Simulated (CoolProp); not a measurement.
The numbers come from the reference Helmholtz-energy equation of state, Lemmon 2006 in CoolProp. It is a short technical equation, of lower accuracy than the large ones.

Problem. Give the vapour pressure (kPa), liquid density (kg/m³), vapour density (kg/m³), liquid cp (kJ/(kg K)) of saturated nitrous oxide at 249.1, 261.2 K.

Solution. 
```json
[
 {"T (K)": "249.1", "p (kPa)": "1590", "liquid density (kg/m³)": "1010", "vapour density (kg/m³)": "41.2", "liquid cp (kJ/(kg K))": "1.95"},
 {"T (K)": "261.2", "p (kPa)": "2270", "liquid density (kg/m³)": "964", "vapour density (kg/m³)": "59.7", "liquid cp (kJ/(kg K))": "2.07"}
]
```
